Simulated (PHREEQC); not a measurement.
1 kg of water holding 0.14 mol KCl, 0.018 mol SrCl2, 0.25 mol NaCl, 0.16 mol MgCl2 and 0.13 mol CaCl2 is evaporated at 25 °C; the solids stay in contact with the brine. No CO2 enters from the air. The run lets Bischofite, Brucite, Carnallite, Halite, Portlandite, Sylvite, MgCl2_4H2O precipitate or redissolve, and no other solid.

Equilibrium calculation in PHREEQC: Pitzer model, pitzer.dat.

```json
[
 {"water left (kg)": "1", "ionic strength": "1.31", "water activity": "0.972", "Halite (mol)": "0", "Sylvite (mol)": "0"},
 {"water left (kg)": "0.6755", "ionic strength": "1.95", "water activity": "0.957", "Halite (mol)": "0", "Sylvite (mol)": "0"},
 {"water left (kg)": "0.4563", "ionic strength": "2.88", "water activity": "0.932", "Halite (mol)": "0", "Sylvite (mol)": "0"},
 {"water left (kg)": "0.3082", "ionic strength": "4.26", "water activity": "0.891", "Halite (mol)": "0", "Sylvite (mol)": "0"},
 {"water left (kg)": "0.2082", "ionic strength": "6.31", "water activity": "0.820", "Halite (mol)": "0", "Sylvite (mol)": "0"},
 {"water left (kg)": "0.1711", "ionic strength": "7.68", "water activity": "0.767", "Halite (mol)": "0", "Sylvite (mol)": "0"},
 {"water left (kg)": "0.1156", "ionic strength": "10.8", "water activity": "0.643", "Halite (mol)": "0.0621", "Sylvite (mol)": "0"},
 {"water left (kg)": "0.07809", "ionic strength": "13.3", "water activity": "0.551", "Halite (mol)": "0.198", "Sylvite (mol)": "0.0794"},
 {"water left (kg)": "0.04504", "ionic strength": "16.5", "water activity": "0.428", "Halite (mol)": "0.239", "Sylvite (mol)": "0.0453"}
]
```

Halite from water left = 0.1156 kg; Sylvite from water left = 0.09502 kg; Carnallite from water left = 0.04504 kg.
